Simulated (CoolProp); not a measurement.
Vapour-liquid equilibrium of carbon dioxide (1) + propylene (2) at 241.7 K; x and y are mole fractions of (1).

Values from CoolProp's multi-fluid Helmholtz-energy mixture model, Span 1996 and Lemmon 2013; pair parameters Bell 2016.

```
x      bubble pressure, mixture model (MPa)  bubble pressure, Raoult's law (MPa)  y, mixture model  y, Raoult's law
-----  ------------------------------------  -----------------------------------  ----------------  ---------------
0.05                                 0.3072                               0.2580             0.362            0.263
0.125                                0.4552                               0.3450             0.587            0.493
0.2                                  0.5862                               0.4320             0.694            0.629
0.275                                0.6997                               0.5189             0.756            0.720
0.35                                 0.7973                               0.6059             0.797            0.785
0.425                                0.8811                               0.6928             0.827            0.834
0.5                                  0.9541                               0.7798             0.851            0.872
0.575                                 1.019                               0.8667             0.871            0.902
0.65                                  1.079                               0.9537             0.889            0.927
0.725                                 1.137                                1.041             0.908            0.947
0.8                                   1.195                                1.128             0.928            0.965
0.875                                 1.255                                1.215             0.950            0.979
0.95                                  1.317                                1.301             0.978            0.992
```

The largest gap from Raoult's law is +35.7 % in bubble pressure, at x = 0.2. No azeotrope shows between x = 0.05 and 0.95.

The pair parameters rest on a limited set of measurements; away from them the model extrapolates.
